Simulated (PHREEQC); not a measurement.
Dissolve 0.0025 mol NaH2PO4 and 0.17 mol NiSO4 per kg of water at 5 °C. Closed to the air; pH follows from the charge balance.

All values are PHREEQC results (ion-association model, wateq4f.dat), not measurements.

Each row changes one thing in this solution. No solid was allowed to form.

```json
[
 {"case": "as made", "pH": "4.98", "ionic strength (mol/kgw)": "0.351", "Na+ (mol/kgw)": "0.00229", "HPO4-2 (mol/kgw)": "3.64e-5", "H3PO4 (mol/kgw)": "1.97e-6", "NaHPO4- (mol/kgw)": "4.15e-8"},
 {"case": "temperature from 5 to 30 °C", "pH": "5.00", "ionic strength (mol/kgw)": "0.334", "Na+ (mol/kgw)": "0.00227", "HPO4-2 (mol/kgw)": "4.55e-5", "H3PO4 (mol/kgw)": "2.53e-6", "NaHPO4- (mol/kgw)": "4.98e-8"},
 {"case": "NaH2PO4 from 0.0025 to 0.0005 mol/kgw", "pH": "5.32", "ionic strength (mol/kgw)": "0.349", "Na+ (mol/kgw)": "0.000457", "HPO4-2 (mol/kgw)": "1.57e-5", "H3PO4 (mol/kgw)": "1.76e-7", "NaHPO4- (mol/kgw)": "3.59e-9"},
 {"case": "diluted 100-fold with water", "pH": "5.92", "ionic strength (mol/kgw)": "0.00605", "Na+ (mol/kgw)": "2.49e-5", "HPO4-2 (mol/kgw)": "1.36e-6", "H3PO4 (mol/kgw)": "3.01e-9", "NaHPO4- (mol/kgw)": "4.83e-11"},
 {"case": "temperature from 5 to 20 °C", "pH": "4.99", "ionic strength (mol/kgw)": "0.340", "Na+ (mol/kgw)": "0.00228", "HPO4-2 (mol/kgw)": "4.14e-5", "H3PO4 (mol/kgw)": "2.32e-6", "NaHPO4- (mol/kgw)": "4.61e-8"},
 {"case": "NiSO4 left out", "pH": "4.96", "ionic strength (mol/kgw)": "0.00253", "Na+ (mol/kgw)": "0.00250", "HPO4-2 (mol/kgw)": "1.45e-5", "H3PO4 (mol/kgw)": "2.96e-6", "NaHPO4- (mol/kgw)": "5.72e-8"}
]
```

Complexes and solids missing from the database can't appear. Some of these states are supersaturated (in Ni3(PO4)2, for instance). H3PO4, which wateq4f.dat lacks, is added to it with the constant of phreeqc.dat. In wateq4f.dat the enthalpy of Ni(OH)2 has the wrong sign, so its saturation index can't be trusted away from 25 °C. At this temperature some constants are extrapolated from 25 °C, and those without enthalpy data are left unchanged. The database has no phosphate complexes of Ni.
